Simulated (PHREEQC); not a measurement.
Dissolve 0.18 mol KH2PO4 and 0.23 mol K2HPO4 per kg of water at 35 °C. Closed to the air; pH follows from the charge balance.

The numbers come from PHREEQC with the ion-association model, phreeqc.dat.

| Item | Result |
|---|---|
| pH | 6.64 |
| ionic strength | 0.796 mol/kgw |
| activity of water | 0.983 |
| density | 1.042 g/cm³ |
| total alkalinity | 230 meq/kg |

```
species  molality  activity   log γ
-------  --------  --------  ------
K+          0.603     0.366  -0.216
HPO4-2      0.193    0.0344  -0.749
H2PO4-      0.180     0.119  -0.179
KHPO4-     0.0371    0.0246  -0.179
PO4-3     6.78e-6   8.26e-8  -1.914
H3PO4     3.73e-6   4.48e-6   0.080
H+        3.05e-7   2.27e-7  -0.127
OH-       1.53e-7   9.03e-8  -0.228
```

Precipitation was switched off in this run. Ionic strength above about 0.7 mol/kgw puts this run outside the model's range. Species that the database lacks are ignored.
